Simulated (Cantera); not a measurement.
Feed: 1 mol Cu2O, 790 mol H2, equilibrated at 12.0 Pa.

Method: chemical equilibrium by Gibbs-energy minimisation in Cantera with the NASA 1993 tables (ideal gas, pure condensed phases). Candidate condensed phases: Cu, CuO, Cu(OH)2, Cu2O, H2O; 12 gas species. Rates play no part. All values below are at 800 K.

Base state: H2 0.999, H2O 0.00127 (mole fractions); condensed: Cu(s).

Q: What changes in the equilibrium state with this change: Cu2O replaced by Ta2O5?

A: 
```json
[
 {"species": "H2", "before": "0.999", "after": "1.00"},
 {"species": "H2O", "before": "0.00127", "after": "1.64e-9"},
 {"species": "Cu(s), mol", "before": "2.00", "after": "0"},
 {"species": "Ta2O5(s), mol", "before": "0", "after": "1.00"}
]
```
Further candidate phases: Ta, Ta2O5.
